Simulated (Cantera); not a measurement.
## Diamond growth

A diamond (100) surface in a fixed gas of H2 with x(CH4) = 0.0025, x(CH3) = 1.1e-05, at 1348 K, 0.168 atm; coverages are run to steady state.

Model: the Harris–Goodwin 1993 mechanism for the reconstructed diamond (100) surface, integrated in Cantera.

```
x(H)     growth (µm/h)  θ c6HH  θ c6H*  θ c6*H   θ c6**
-------  -------------  ------  ------  ------  -------
0.0001          0.0109   0.687  0.0284   0.281  0.00360
0.00026         0.0544   0.543  0.0409   0.405   0.0113
0.00066          0.156   0.444  0.0488   0.483   0.0244
0.0017           0.311   0.390  0.0525   0.519   0.0386
0.0044           0.518   0.366  0.0539   0.532   0.0486
0.011            0.833   0.355  0.0546   0.536   0.0536
0.029             1.36   0.351  0.0554   0.537   0.0562
0.075             1.99   0.349  0.0570   0.536   0.0577
0.19              2.53   0.348  0.0608   0.532   0.0593
```
θ: site fractions in the mechanism's names (c6HH fully hydrogenated, c6H* and c6*H radical sites, c6** diradical, c6HM methylated).
